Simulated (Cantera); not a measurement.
What does this Cantera script print?

```python
import numpy as np
import cantera as ct

gas = ct.Solution("gri30.yaml")
gas.TPX = 1650, 2666, {'CH4': 1, 'N2': 6.6}
reactor = ct.IdealGasConstPressureReactor(gas, energy="off", clone=False)
net = ct.ReactorNet([reactor])
net.rtol, net.atol = 1e-08, 1e-18
show = ['CH4', 'CH3', 'HCN', 'CH2', 'H2', 'C2H6']
times = np.geomspace(3e-06, 2, 11)

steps = ct.SolutionArray(gas, extra=["t"])
rows = []
print(f"{'t/s':>10s}{'T/K':>9s}{'P/Pa':>11s}" + "".join(f"{s:>11s}" for s in show))
for t in times:
    while net.time < t:
        t_next = net.step()
        steps.append(gas.state, t=t_next)
    rows.append([np.interp(t, steps.t, y) for y in (steps.T, steps.P, *steps(*show).X.T)])
    print(f"{t:10.3e}{rows[-1][0]:9.1f}{rows[-1][1]:11.4g}" + "".join(f"{x:11.3e}" for x in rows[-1][2:]))
rate = np.gradient(steps.T, steps.t)
print("integrator steps:", len(steps.t))
if steps.T.max() > steps.T[0] + 200:
    print(f"time of steepest temperature rise: {steps.t[rate.argmax()]:.4e} s")
gas.TPX = 1650, 2666, {'CH4': 1, 'N2': 6.6}
gas.equilibrate("TP")
print(f"equilibrium (TP): T = {gas.T:.1f} K  " + "  ".join(f"{s} {gas[s].X[0]:.3e}" for s in show))
```

Result:

```
       t/s      T/K       P/Pa        CH4        CH3        HCN        CH2         H2       C2H6
 3.000e-06   1650.0       2666  1.316e-01  7.072e-08  5.807e-20  1.103e-15  8.542e-09  1.449e-16
 1.147e-05   1650.0       2666  1.316e-01  3.346e-07  1.361e-18  6.241e-14  9.687e-08  1.164e-14
 4.384e-05   1650.0       2666  1.316e-01  1.615e-06  2.779e-17  1.859e-12  7.058e-07  1.059e-12
 1.676e-04   1650.0       2666  1.316e-01  6.742e-06  4.825e-16  2.528e-11  3.269e-06  7.438e-11
 6.407e-04   1650.0       2666  1.316e-01  2.634e-05  7.944e-15  2.955e-10  1.310e-05  4.134e-09
 2.449e-03   1650.0       2666  1.315e-01  1.009e-04  1.809e-13  3.833e-09  5.233e-05  1.792e-07
 9.364e-03   1650.0       2666  1.311e-01  3.765e-04  5.335e-12  4.903e-08  2.937e-04  4.779e-06
 3.580e-02   1650.0       2666  1.253e-01  1.209e-03  8.398e-10  4.556e-07  5.607e-03  6.030e-05
 1.369e-01   1650.0       2666  7.794e-02  1.145e-03  8.254e-08  6.612e-07  6.714e-02  5.173e-05
 5.232e-01   1650.0       2666  2.913e-02  4.805e-04  5.461e-07  3.458e-07  1.350e-01  8.168e-06
 2.000e+00   1650.0       2666  6.100e-03  1.351e-04  1.818e-06  1.402e-07  1.661e-01  5.539e-07
integrator steps: 1151
equilibrium (TP): T = 1650.0 K  CH4 5.661e-05  CH3 1.542e-06  HCN 7.137e-02  CH2 2.035e-09  H2 1.742e-01  C2H6 1.067e-10
```

Model: GRI-Mech 3.0 (53 species, 325 reactions), integrated in Cantera. GRI-Mech 3.0 stops at C3 and has no aromatics, soot or wall deposition, so with more carbon than oxygen in the feed, carbon stays in small species such as C2H2 where larger ones or solid carbon would form. Radical loss at walls, strong at low pressure, is not modelled.
